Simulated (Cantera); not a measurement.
Feed: 1 mol CaO, 4.4 mol HBr, 1.9 mol O₂, equilibrated at 11.0 Pa.

Equilibrium computed with Cantera from the NASA thermochemical tables; the gas is ideal and each condensed phase is pure. Candidate condensed phases: Br₂, Ca, CaBr₂, CaO, Ca(OH)₂, H₂O; 19 gas species. Kinetics and transport are ignored.

At 975 K, list the 6 most abundant gas species with their mole fractions, and the condensed phases.

H₂O 0.349, Br₂ 0.248, Br 0.201, O₂ 0.150, HBr 0.0518, CaBr₂ 0.000665. Condensed: CaO(s).
